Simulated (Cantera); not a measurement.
An adiabatic, constant-volume homogeneous reactor starts with CH₄ : O₂ : N₂ : H₂ = 1 : 0.952 : 3.58 : 0.096 (molar parts), at 1225 K and 2200000 Pa.

Cantera simulation using GRI-Mech 3.0 (53 species, 325 reactions); the numbers are that mechanism's predictions, not measurements. The pressure lies above the range GRI-Mech 3.0 was tuned for (to about 10 atm).

One state of this run: T (K) = 2555; P (bar) = 54.5; x CH₄ = 6.05e-8; x O₂ = 4.47e-7; x C₂H₂ = 1.42e-10; x C₂H₄ = <1e-12; x CH₂ = 1.75e-10. x: mole fraction; the columns are a selection and need not sum to one.

### Question
Which value of t (s) does it belong to?
A) 2.06e-5
B) 0.000249
C) 0.000571
D) 0.190

### Answer
D, 0.190
